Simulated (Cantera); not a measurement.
An adiabatic, constant-pressure homogeneous reactor starts with CH4 : O2 : N2 : H2O = 1 : 3.33 : 12.5 : 2 (molar parts), at 1200 K and 7500 Torr. Integrator tolerance rtol = 1e-08.

Cantera simulation using GRI-Mech 3.0 (53 species, 325 reactions); the numbers are that mechanism's predictions, not measurements.

Task: What does this change do: pressure from 7500 Torr to 698 Torr?

Result: 
```
quantity                                                            before                                    after
---------------------------------  ---------------------------------------  ---------------------------------------
time of steepest temperature rise                                  4.07 ms                                  46.4 ms
temperature at 1.00 s                                               2237 K                                   2214 K
equilibrium temperature                                             2237 K                                   2214 K
x(CH4) at 1.00 s                     <1e-12 (gas-phase equilibrium <1e-12)    <1e-12 (gas-phase equilibrium <1e-12)
x(O2) at 1.00 s                      0.0664 (gas-phase equilibrium 0.0664)    0.0665 (gas-phase equilibrium 0.0664)
x(H2O) at 1.00 s                       0.210 (gas-phase equilibrium 0.210)      0.208 (gas-phase equilibrium 0.208)
x(C2H4) at 1.00 s                    <1e-12 (gas-phase equilibrium <1e-12)    <1e-12 (gas-phase equilibrium <1e-12)
x(NO) at 1.00 s                    0.00708 (gas-phase equilibrium 0.00708)  0.00668 (gas-phase equilibrium 0.00673)
```

Task: What does this change do: N2 12.5 to 18 parts?

Result: 
```json
[
 {"quantity": "time of steepest temperature rise", "before": "4.07 ms", "after": "5.47 ms"},
 {"quantity": "temperature at 1.00 s", "before": "2237 K", "after": "2045 K"},
 {"quantity": "equilibrium temperature", "before": "2237 K", "after": "2044 K"},
 {"quantity": "x(CH4) at 1.00 s", "before": "<1e-12 (gas-phase equilibrium <1e-12)", "after": "<1e-12 (gas-phase equilibrium <1e-12)"},
 {"quantity": "x(O2) at 1.00 s", "before": "0.0664 (gas-phase equilibrium 0.0664)", "after": "0.0525 (gas-phase equilibrium 0.0523)"},
 {"quantity": "x(H2O) at 1.00 s", "before": "0.210 (gas-phase equilibrium 0.210)", "after": "0.164 (gas-phase equilibrium 0.164)"},
 {"quantity": "x(C2H4) at 1.00 s", "before": "<1e-12 (gas-phase equilibrium <1e-12)", "after": "<1e-12 (gas-phase equilibrium <1e-12)"},
 {"quantity": "x(NO) at 1.00 s", "before": "0.00708 (gas-phase equilibrium 0.00708)", "after": "0.00373 (gas-phase equilibrium 0.00417)"}
]
```
